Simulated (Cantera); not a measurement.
Feed: 1 mol FeS, 0.22 mol H2S, 9.7 mol N2, held at 1298.15 K and 1500 Torr.

Cantera equilibrium calculation (NASA polynomials, part measured and part estimated; ideal gas, pure solids and liquids). Candidate condensed phases: Fe, FeS, FeS2, S; 16 gas species. FeS: taken at fixed stoichiometry. Gases not in the tables: S3 to S7. Kinetics and transport are ignored.

Base state: N2 0.973, H2S 0.0117, H2 0.0103, S2 0.00514, SH 4.67e-5 (mole fractions); condensed: FeS(s).

Task: What changes in the equilibrium state with this change: H2S from 0.22 to 2.9 mol?

Result: 
```
species       before     after
-----------  -------  --------
N2             0.973     0.747
H2S           0.0117     0.164
H2            0.0103    0.0596
S2           0.00514    0.0298
SH           4.67e-5  0.000270
FeS(s), mol     1.00      1.00
```

Task: What changes in the equilibrium state with this change: temperature from 1298.15 K to 823 K?

Result: 
```csv
species,before,after
N2,0.973,0.978
H2S,0.0117,0.0213
H2,0.0103,0.000858
S2,0.00514,0.000163
SH,4.67e-5,4.44e-8
"FeS(s), mol",1.00,0.995
"FeS2(s), mol",0,0.00529
```

Task: What changes in the equilibrium state with this change: pressure from 1500 Torr to 100 Torr?

Result: 
```
species       before    after
-----------  -------  -------
N2             0.973    0.970
H2            0.0103   0.0161
S2           0.00514  0.00801
H2S           0.0117  0.00590
SH           4.67e-5  7.28e-5
FeS(s), mol     1.00     1.00
```
